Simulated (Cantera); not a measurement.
BN + O₂ + N₂ (nitride etching)

Feed: 1 mol BN, 0.12 mol O₂, 18 mol N₂, held at 1475 °C.

Method: chemical equilibrium by Gibbs-energy minimisation in Cantera with the NASA 1993 tables (ideal gas, pure condensed phases). Candidate condensed phases: B, BN, B₂O₃; 17 gas species. Mutual solubility and eutectic melting of coexisting phases are not modelled. Equilibrium is a limit: real reactors are often held back by kinetics, nucleation or transport.

| P (Pa) | x N₂ | x BO | x B₂O₃ | x B₂O₂ | n BN(s) | n B₂O₃(l) |
|---|---|---|---|---|---|---|
| 1 | 0.987 | 0.0124 | 2.15e-7 | 0.000343 | 0.759 | 0 |
| 5.20 | 0.988 | 0.0105 | 8.12e-6 | 0.00128 | 0.760 | 0 |
| 27 | 0.990 | 0.00690 | 0.000143 | 0.00289 | 0.763 | 0 |
| 140 | 0.992 | 0.00332 | 0.000969 | 0.00346 | 0.778 | 0 |
| 720 | 0.994 | 0.00117 | 0.00254 | 0.00220 | 0.806 | 0 |
| 3700 | 0.995 | 0.000337 | 0.00366 | 0.000945 | 0.827 | 0 |
| 19000 | 0.995 | 8.99e-5 | 0.00414 | 0.000345 | 0.835 | 0 |
| 100000 | 0.998 | 1.65e-5 | 0.00163 | 6.11e-5 | 0.839 | 0.0497 |
x: gas mole fraction; n: condensed amount in mol.

From 1.00 Pa to 19000 Pa the condensed part is BN(s). At 100000 Pa the condensed part is BN(s) + B₂O₃(l). The main B-bearing gas is BO at 1.00 Pa and B₂O₃ at 100000 Pa. The share of B in condensed phases is highest at 100000 Pa (93.8 %) and lowest at 1.00 Pa (75.9 %).
